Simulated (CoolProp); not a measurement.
Computed with CoolProp (reference Helmholtz-energy equation of state, Zhou 2012).

Task: For m-xylene, give the phase and the density (kg/m³), cv (kJ/(kg K)), speed of sound (m/s) at 620 K and 16.6 bar; 620 K and 46.4 bar; 620 K and 53 bar.

Result: 
- 620 K and 16.6 bar: gas; density 42.2, cv 2.20, speed of sound 183
- 620 K and 46.4 bar: supercritical; density 441, cv 2.30, speed of sound 200
- 620 K and 53 bar: supercritical; density 462, cv 2.28, speed of sound 236
